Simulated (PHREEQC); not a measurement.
PHREEQC input (ion-association model, wateq4f.dat):

```
SOLUTION_MASTER_SPECIES
  An  An-  0  An  62.0  # stands for a non-complexing anion
SOLUTION_SPECIES
  An- = An-
    -log_k 0
    -gamma 3.0 0
PHASES
  Fix_H+
    H+ = H+
    -log_k 0
SOLUTION 1
  temp 25
  units mmol/kgw
  pH 7 charge
  S(6) 0.00576
  Cu(2) 0.005
  Na 50.0015
  An 50
END
SELECTED_OUTPUT 1
  -reset false
  -pH true
  -pe true
  -ionic_strength true
  -water true
  -totals Cu Na S Cu(1) Cu(2) S(-2) S(6)
  -molalities Hfo_wOH Hfo_wOH2+ Hfo_wO- Hfo_sOH Hfo_sOH2+ Hfo_sO- Hfo_wSO4- Hfo_wOHSO4-2 Hfo_sOCu+ Hfo_wOCu+
  -saturation_indices Cu(OH)2 Brochantite Antlerite Mirabilite Chalcanthite
USER_PUNCH 1
  -headings sigma psi
  10 PUNCH EDL("sigma", "Hfo"), EDL("psi", "Hfo")
PRINT
  -reset false
USE solution 1
SURFACE 1
  Hfo_wOH 0.0002 600 0.089
  Hfo_sOH 5e-06
EQUILIBRIUM_PHASES 1
  Fix_H+ -3 HAn 10
    -force_equality true
  O2(g) -0.68 10
END
# ... the last block is repeated for the other 12 points of pH, with NaOH or the acid as the point needs
```

Selected output (columns that matter, 13 of 13 rows; pH added in front):

```
pH	mu	Cu	Na	S	m_Hfo_wOH	m_Hfo_wOH2+	m_Hfo_wO-	si_Cu(OH)2	si_Brochantite	si_Antlerite	si_Mirabilite	si_Chalcanthite	sigma	psi
3	0.051283	4.9994e-06	0.050001	5.5842e-08	6.2475e-06	0.00018804	4.7551e-09	-8.262	-27.486	-20.814	-9.3255	-10.644	0.33758	0.16631
3.5	0.050475	4.9948e-06	0.050001	6.3591e-08	1.6726e-05	0.00017754	3.6098e-08	-7.2607	-24.409	-18.738	-9.2522	-10.57	0.31709	0.16351
4	0.050211	4.9541e-06	0.050001	9.5016e-08	3.6455e-05	0.00015768	1.9308e-07	-6.2637	-21.241	-16.567	-9.0723	-10.394	0.27846	0.157
4.5	0.050115	4.6571e-06	0.050001	1.9122e-07	6.3117e-05	0.00013056	6.9903e-07	-5.2903	-18.042	-14.342	-8.7668	-10.115	0.22596	0.14637
5	0.050071	3.3885e-06	0.050001	4.8648e-07	9.0561e-05	0.00010198	1.8422e-06	-4.4286	-15.189	-12.351	-8.3606	-9.8471	0.17172	0.13242
5.5	0.050045	1.3964e-06	0.050001	1.33e-06	0.00011435	7.6246e-05	3.9287e-06	-3.8145	-13.296	-11.071	-7.9236	-9.796	0.12483	0.1163
6	0.05003	3e-07	0.050001	3.0455e-06	0.00013283	5.5567e-05	7.2739e-06	-3.4879	-12.63	-10.732	-7.5636	-10.11	0.087654	0.0987
6.5	0.050022	4.9275e-08	0.050001	4.7922e-06	0.00014472	4.0776e-05	1.1767e-05	-3.314	-12.737	-11.013	-7.3667	-10.739	0.058569	0.079276
7	0.050016	1.1891e-08	0.050001	5.5561e-06	0.00015013	3.1451e-05	1.6418e-05	-3.1951	-13.197	-11.592	-7.3024	-11.556	0.035724	0.057313
7.5	0.050011	7.9028e-09	0.050002	5.7279e-06	0.00015191	2.5676e-05	2.0588e-05	-3.1063	-13.829	-12.312	-7.2892	-12.453	0.018187	0.033248
8	0.050016	8.4794e-09	0.05001	5.7555e-06	0.00015208	2.1714e-05	2.4401e-05	-3.0335	-14.536	-13.092	-7.287	-13.379	0.0041046	0.0080057
8.5	0.050022	9.8393e-09	0.05002	5.7594e-06	0.00015133	1.8463e-05	2.8413e-05	-2.9633	-15.254	-13.881	-7.2865	-14.308	-0.0091286	-0.017533
9	0.050035	1.1873e-08	0.050037	5.7599e-06	0.00014942	1.5258e-05	3.3523e-05	-2.8808	-15.924	-14.633	-7.2863	-15.226	-0.024293	-0.042537
```

The database's constant for dissolved Cu(OH)2 is higher than later reviews accept. The oxide is taken as insoluble; below pH 4 it would dissolve.
